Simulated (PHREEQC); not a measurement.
Consider water at 50 °C with 1.3 mmol/kgw HF, 0.091 mmol/kgw (CH3)4NF and 0.00061 mmol/kgw H4SiO4. Closed to the air; pH follows from the charge balance.

Equilibrium calculation in PHREEQC: ion-association model, phreeqc.dat.

| quantity | before | after |
|---|---|---|
| pH | 3.28 | 3.09 |
| ionic strength (mol/kgw) | 0.000628 | 0.000934 |
| HF (mol/kgw) | 0.000761 | 0.00175 |
| F- (mol/kgw) | 0.000626 | 0.000927 |
| HF2- (mol/kgw) | 2.07e-6 | 7.04e-6 |

Task: Which change was made?
A) HF from 0.0013 to 0.00143 mol/kgw
B) H4SiO4 from 6.1e-07 to 3.05e-06 mol/kgw
C) H4SiO4 replaced by H2SiF6 at the same molality
D) HF from 0.0013 to 0.0026 mol/kgw
E) (CH3)4NF from 9.1e-05 to 1.82e-05 mol/kgw

Result: D, HF from 0.0013 to 0.0026 mol/kgw

This is a speciation only: nothing precipitates in the calculation. (CH3)4N+ isn't in the database: it is added as a free cation with an ion size of 4 Å. Constants without temperature data keep their 25 °C values here. SiF6-2 is the database's only silicon fluoride.
